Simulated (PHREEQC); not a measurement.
Dissolve 0.22 mol NaBr and 0.1 mol NaHCO3 per kg of water at 20 °C. Closed to the air; pH follows from the charge balance.

The numbers come from PHREEQC with the ion-association model, phreeqc.dat.

This is a speciation only: nothing precipitates in the calculation.

Problem. Order these C species by the share of C that they hold, largest first: HCO3-, CO3-2, CO2, NaHCO3, NaCO3-.

Solution. HCO3- (89 %), NaHCO3 (7.8 %), CO2 (1.8 %), NaCO3- (0.97 %), CO3-2 (0.81 %)

The pH is 7.91 and the ionic strength 0.312 mol/kgw. Complexes and solids missing from the database can't appear.
